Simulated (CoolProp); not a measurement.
Vapour-liquid equilibrium of n-perfluorobutane (1) + R365MFC (2) at 336.5 K; x and y are mole fractions of (1).

Computed with CoolProp (multi-fluid Helmholtz-energy mixture model, Gao 2022 and Lemmon 2016; pair parameters Bell 2016).

**Question.** Give the bubble pressure and the first vapour's composition at x = 0.125, 0.8, 0.95. Is there an azeotrope?

**Answer.** x = 0.125: 429.6 kPa, y = 0.513; x = 0.8: 744.6 kPa, y = 0.859; x = 0.95: 776.1 kPa, y = 0.957. No azeotrope shows between x = 0.05 and 0.95.

The pair parameters rest on a limited set of measurements; away from them the model extrapolates. With so large a gap from Raoult's law the liquid may split in two, which this calculation doesn't test in full.
